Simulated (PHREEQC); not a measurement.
Dissolve 0.22 mol NH4Cl, 1.1 mol NH3 and 0.0028 mol KCl per kg of water at 25 °C. Closed to the air; pH follows from the charge balance.

Equilibrium calculation in PHREEQC: ion-association model, phreeqc.dat.

Each row changes one thing in this solution. No solid was allowed to form.

```json
[
 {"case": "as made", "pH": "10.14", "ionic strength (mol/kgw)": "0.223", "NH4+ (mol/kgw)": "0.220"},
 {"case": "0.02 mol/kgw Ca(OH)2 added", "pH": "___", "ionic strength (mol/kgw)": "0.243", "NH4+ (mol/kgw)": "0.180"},
 {"case": "KCl left out", "pH": "10.14", "ionic strength (mol/kgw)": "0.220", "NH4+ (mol/kgw)": "0.220"},
 {"case": "temperature from 25 to 55 °C", "pH": "___", "ionic strength (mol/kgw)": "0.223", "NH4+ (mol/kgw)": "0.220"},
 {"case": "temperature from 25 to 20 °C", "pH": "10.29", "ionic strength (mol/kgw)": "0.223", "NH4+ (mol/kgw)": "0.220"}
]
```

Fill in the missing entries.


- 0.02 mol/kgw Ca(OH)2 added, pH: 10.25
- temperature from 25 to 55 °C, pH: 9.31

Species that the database lacks are ignored. Constants without temperature data keep their 25 °C values here.
